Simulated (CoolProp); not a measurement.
The numbers come from the reference Helmholtz-energy equation of state, Thol 2015 in CoolProp.

### Question
For octamethylcyclotetrasiloxane (D4), give the phase and the Joule-Thomson coefficient (K/MPa), isothermal compressibility (1/MPa) at 360.7 K and 0.101 MPa.

### Answer
- 360.7 K and 0.101 MPa: liquid; Joule-Thomson coefficient -0.325, isothermal compressibility 0.00264
